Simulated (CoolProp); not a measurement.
Vapour-liquid equilibrium of benzene (1) + dimethyl carbonate (2) at 108.25 °C; x and y are mole fractions of (1).

Model: multi-fluid Helmholtz-energy mixture model, Thol 2012 and Zhou 2011; pair parameters Bell 2016, in CoolProp.

```
x      bubble pressure (MPa)  y at the bubble point  dew pressure at overall composition x (MPa)  liquid density (mol/L)
-----  ---------------------  ---------------------  -------------------------------------------  ----------------------
0.05                  0.1807                  0.079                                   (withheld)                   10.48
0.125             (withheld)                  0.182                                       0.1842                   10.43
0.2                   0.1954             (withheld)                                       0.1899                   10.38
0.275                 0.2014                  0.353                                       0.1956                   10.33
0.35                  0.2066                  0.426                                       0.2012                   10.29
0.425                 0.2111                  0.495                                       0.2065                   10.24
0.5               (withheld)                  0.559                                       0.2114                   10.20
0.575                 0.2181                  0.622                                       0.2157                   10.16
0.65                  0.2206                  0.684                                       0.2193                   10.13
0.725                 0.2226             (withheld)                                   (withheld)                   10.10
0.8               (withheld)                  0.810                                   (withheld)                   10.07
0.875                 0.2246                  0.877                                       0.2246                   10.04
0.95                  0.2245                  0.949                                       0.2245                   10.01
```

Task: What belongs in the gaps?

Result: 
- 0.05, dew pressure at overall composition x (MPa): 0.1786
- 0.125, bubble pressure (MPa): 0.1886
- 0.2, y at the bubble point: 0.272
- 0.5, bubble pressure (MPa): 0.2149
- 0.725, y at the bubble point: 0.746
- 0.725, dew pressure at overall composition x (MPa): 0.2220
- 0.8, bubble pressure (MPa): 0.2239
- 0.8, dew pressure at overall composition x (MPa): 0.2238

y crosses x between x = 0.875 and 0.95: the model has an azeotrope there.

The pair parameters rest on a limited set of measurements; away from them the model extrapolates.
